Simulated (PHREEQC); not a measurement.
Consider water at 25 °C with 0.012 mol Cu(NO3)2, 0.015 mol HCl and 0.064 mol Na2SO4 per kg of water. Closed to the air; pH follows from the charge balance.

The numbers come from PHREEQC with the ion-association model, wateq4f.dat.

```tsv
quantity	before	after
pH	2.29	2.54
ionic strength (mol/kgw)	0.189	0.182
SO4-2 (mol/kgw)	0.0424	0.0392
HSO4- (mol/kgw)	0.00860	0.0114
```

**Question.** What was changed between the two runs?
(A) HCl left out
(B) Cu(NO3)2 replaced by Mn(NO3)2 at the same molality
(C) diluted 10-fold with water
(D) diluted 2-fold with water
(E) temperature from 25 to 65 °C

**Answer.** E, temperature from 25 to 65 °C

Precipitation was switched off in this run. At this temperature some constants are extrapolated from 25 °C, and those without enthalpy data are left unchanged.
